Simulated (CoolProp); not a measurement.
Vapour pressure (MPa) of C3F8 (R218): the reference equation beside estimates from Tc = 345.0 K, pc = 2.640 MPa, ω = 0.317. Clausius-Clapeyron is anchored at 269.1 K with a constant enthalpy of vaporisation of 17.25 kJ/mol.

Computed with CoolProp (reference Helmholtz-energy equation of state, Lemmon 2006). It is a short technical equation, of lower accuracy than the large ones.

| T (K) | reference | Lee-Kesler | Clausius-Clapeyron | van der Waals | Redlich-Kwong | Soave-Redlich-Kwong | Peng-Robinson |
|---|---|---|---|---|---|---|---|
| 258.1 | 0.2462 | 0.2473 | 0.2611 | 0.7365 | 0.3948 | 0.2473 | 0.2451 |
| 263.6 | 0.3002 | 0.3017 | 0.3087 | 0.8152 | 0.4637 | 0.3021 | 0.2989 |
| 269.1 | 0.3626 | 0.3646 | 0.3626 | 0.8991 | … | … | 0.3612 |
| 274.5 | 0.4330 | … | 0.4220 | 0.9866 | 0.6243 | 0.4372 | 0.4317 |
| 280 | 0.5147 | … | 0.4895 | … | 0.7184 | 0.5206 | 0.5137 |
| 285.5 | 0.6074 | 0.6107 | 0.5646 | … | 0.8217 | 0.6154 | 0.6071 |
| 290.9 | 0.7100 | 0.7138 | 0.6461 | 1.285 | 0.9326 | 0.7205 | 0.7107 |
| 296.4 | … | 0.8315 | 0.7375 | … | 1.056 | 0.8406 | 0.8294 |

Question: What belongs in the gaps?

Answer: 
- 269.1, Redlich-Kwong: 0.5406
- 269.1, Soave-Redlich-Kwong: 0.3655
- 274.5, Lee-Kesler: 0.4354
- 280, Lee-Kesler: 0.5176
- 280, van der Waals: 1.081
- 285.5, van der Waals: 1.181
- 296.4, reference: 0.8273
- 296.4, van der Waals: 1.396

Absolute difference from the reference over all 8 rows, mean and median: Lee-Kesler 0.5 and 0.5 %, Clausius-Clapeyron 5.4 and 5.5 %, van der Waals 125.1 and 118.9 %, Redlich-Kwong 42.7 and 41.9 %, Soave-Redlich-Kwong 1.0 and 1.1 %, Peng-Robinson 0.3 and 0.3 %.
